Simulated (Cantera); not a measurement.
An isothermal, constant-pressure homogeneous reactor starts with NO : N2 = 1 : 0.64 (molar parts), at 1550 K and 1.01 bar. Integrator tolerance rtol = 1e-08.

Model: GRI-Mech 3.0 (53 species, 325 reactions), integrated in Cantera.

What does this change do: N2 0.64 to 2.6 parts?


| quantity | before | after |
|---|---|---|
| x(NO) at 8.00 s | 0.520 (gas-phase equilibrium 0.00176) | 0.257 (gas-phase equilibrium 0.00132) |
| x(N2) at 8.00 s | 0.435 (gas-phase equilibrium 0.694) | 0.732 (gas-phase equilibrium 0.860) |
| x(O2) at 8.00 s | 0.0439 (gas-phase equilibrium 0.304) | 0.00990 (gas-phase equilibrium 0.138) |
| x(O) at 8.00 s | 1.72e-6 (gas-phase equilibrium 4.31e-6) | 8.53e-7 (gas-phase equilibrium 2.91e-6) |
| x(NO2) at 8.00 s | 0.00113 (gas-phase equilibrium 9.82e-6) | 0.000277 (gas-phase equilibrium 4.97e-6) |
| x(N2O) at 8.00 s | 9.42e-5 (gas-phase equilibrium 1.00e-7) | 2.33e-5 (gas-phase equilibrium 8.40e-8) |
